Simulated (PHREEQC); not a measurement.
**Buffer (model solution)**

Consider water at 45 °C with 0.22 mol NH4Cl, 0.0059 mol K2HPO4 and 0.032 mol NaCl per kg of water. Closed to the air; pH follows from the charge balance.

The numbers come from PHREEQC with the ion-association model, wateq4f.dat.

```json
{
  "pH": "6.86",
  "ionic_strength": "0.265 mol/kgw",
  "activity_of_water": "0.991",
  "total_alkalinity": "5.90 meq/kg"
}
```

| species | molality | activity | log γ |
|---|---|---|---|
| Cl- | 0.252 | 0.172 | -0.166 |
| NH4+ | 0.218 | 0.158 | -0.138 |
| Na+ | 0.0319 | 0.0230 | -0.142 |
| K+ | 0.0118 | 0.00803 | -0.166 |
| HPO4-2 | 0.00339 | 0.000876 | -0.588 |
| NH3 | 0.00244 | 0.00244 | 0.000 |
| H2PO4- | 0.00244 | 0.00176 | -0.142 |

This is a speciation only: nothing precipitates in the calculation. H3PO4, which wateq4f.dat lacks, is added to it with the constant of phreeqc.dat. Constants without temperature data keep their 25 °C values here.
